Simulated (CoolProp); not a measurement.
Vapour-liquid equilibrium of dimethyl ether (1) + R236EA (2) at 233 kPa; x and y are mole fractions of (1).

The numbers come from the multi-fluid Helmholtz-energy mixture model, Wu 2011 and Rui 2013; pair parameters Bell 2016 in CoolProp.

```csv
x,bubble temperature (K),y at the bubble point,dew temperature at overall composition x (K),liquid density (mol/L)
0.05,301.5,0.058,301.5,9.514
0.125,300.9,0.152,…,9.842
0.2,…,0.254,300.6,…
0.275,298.9,0.365,299.9,10.56
0.35,297.2,0.482,299.1,10.95
0.425,294.9,0.598,298.1,11.37
0.5,292.0,0.706,296.9,11.83
0.575,288.6,…,295.4,12.30
0.65,284.8,0.874,293.6,12.81
0.725,280.9,0.927,291.4,13.34
0.8,277.1,0.962,288.6,13.87
0.875,273.7,…,284.7,14.42
0.95,270.9,0.995,…,14.96
```

What belongs in the gaps?


- 0.125, dew temperature at overall composition x (K): 301.1
- 0.2, bubble temperature (K): 300.1
- 0.2, liquid density (mol/L): 10.19
- 0.575, y at the bubble point: 0.800
- 0.875, y at the bubble point: 0.984
- 0.95, dew temperature at overall composition x (K): 278.6

No azeotrope shows between x = 0.05 and 0.95.

Pair parameters are fitted to limited data, so mixtures are less certain than the pure fluids.
